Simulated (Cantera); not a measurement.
What does this Cantera script print?

```python
import numpy as np
import cantera as ct

gas = ct.Solution("gri30.yaml")
gas.TPX = 575, 410000, {'CO': 0.78, 'H2': 0.036, 'O2': 0.518, 'N2': 2.33, 'H2O': 0.8}
flame = ct.FreeFlame(gas, width=0.015)
flame.set_refine_criteria(ratio=3, slope=0.08, curve=0.16)
flame.transport_model = "mixture-averaged"
flame.solve(loglevel=0, auto=True)
z, T = flame.grid, flame.T
thick = (T[-1] - T[0]) / np.gradient(T, z).max()
show = ['CO', 'H2', 'O2', 'CO2', 'N2O', 'HO2']
print(f"laminar burning velocity  {flame.velocity[0] * 100:.3f} cm/s")
print(f"burnt temperature         {T[-1]:.1f} K")
print(f"thermal thickness         {thick * 1e3:.4f} mm")
print(f"grid points               {len(z)}")
z0 = z[flame.heat_release_rate.argmax()]
print(f"{'z/mm':>9s}{'T/K':>9s}{'u/(m/s)':>9s}" + "".join(f"{s:>11s}" for s in show))
rows = []
for k in (-3, -2, -1.5, -1, -0.5, -0.25, 0, 0.25, 0.5, 1, 2, 4, 8):
    zz = z0 + k * thick
    rows.append([k * thick, np.interp(zz, z, T), np.interp(zz, z, flame.velocity),
                 *(np.interp(zz, z, flame.X[gas.species_index(s)]) for s in show)])
    print(f"{rows[-1][0] * 1e3:9.3f}{rows[-1][1]:9.1f}{rows[-1][2]:9.3f}" + "".join(f"{x:11.3e}" for x in rows[-1][3:]))
```

Result:

```
laminar burning velocity  40.930 cm/s
burnt temperature         1976.0 K
thermal thickness         0.2124 mm
grid points               109
     z/mm      T/K  u/(m/s)         CO         H2         O2        CO2        N2O        HO2
   -0.637    575.2    0.409  1.748e-01  7.814e-03  1.161e-01  2.312e-06  9.918e-12  5.093e-08
   -0.425    577.7    0.411  1.747e-01  7.364e-03  1.160e-01  4.707e-05  2.048e-10  6.932e-07
   -0.319    584.7    0.416  1.743e-01  6.884e-03  1.159e-01  2.183e-04  9.567e-10  2.646e-06
   -0.212    624.0    0.443  1.716e-01  5.977e-03  1.145e-01  1.701e-03  7.550e-09  1.587e-05
   -0.106    865.0    0.610  1.503e-01  4.428e-03  1.036e-01  1.888e-02  8.524e-08  1.628e-04
   -0.053   1168.2    0.810  1.170e-01  3.498e-03  8.634e-02  5.297e-02  2.436e-07  2.730e-04
    0.000   1489.5    1.007  7.065e-02  2.885e-03  6.296e-02  1.061e-01  5.064e-07  1.225e-04
    0.053   1687.8    1.119  3.699e-02  2.849e-03  4.657e-02  1.466e-01  6.818e-07  5.386e-05
    0.106   1793.0    1.177  2.073e-02  2.599e-03  3.851e-02  1.664e-01  7.523e-07  2.939e-05
    0.212   1885.5    1.228  9.500e-03  1.733e-03  3.238e-02  1.801e-01  7.974e-07  1.284e-05
    0.425   1941.2    1.260  4.002e-03  8.028e-04  2.916e-02  1.867e-01  7.112e-07  4.782e-06
    0.849   1966.3    1.274  1.564e-03  3.269e-04  2.784e-02  1.896e-01  4.314e-07  1.954e-06
    1.699   1974.6    1.279  7.531e-04  1.731e-04  2.745e-02  1.905e-01  2.469e-07  1.239e-06
```

Computed with Cantera and GRI-Mech 3.0 (53 species, 325 reactions). The hydrogen kinetics of GRI-Mech 3.0 are dated; newer H2 mechanisms differ, most at raised pressure. Burning velocities carry a grid error of a few per cent, more on coarse grids.
